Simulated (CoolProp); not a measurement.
R124 at several states: density (kg/m³) from the reference equation and from simpler models built on Tc = 395.4 K, pc = 3.624 MPa, ω = 0.288; each cubic takes its own stable root.

The numbers come from the reference Helmholtz-energy equation of state, de Vries 1995 in CoolProp.

```
T (K)  p (MPa)   phase  reference  Soave-Redlich-Kwong  Peng-Robinson
-----  -------  ------  ---------  -------------------  -------------
129.4     0.47  liquid       1829                 1614           1806
318       10.5  liquid       1342                 1241           1397
174       2.22  liquid       1715                 1548           1737
```
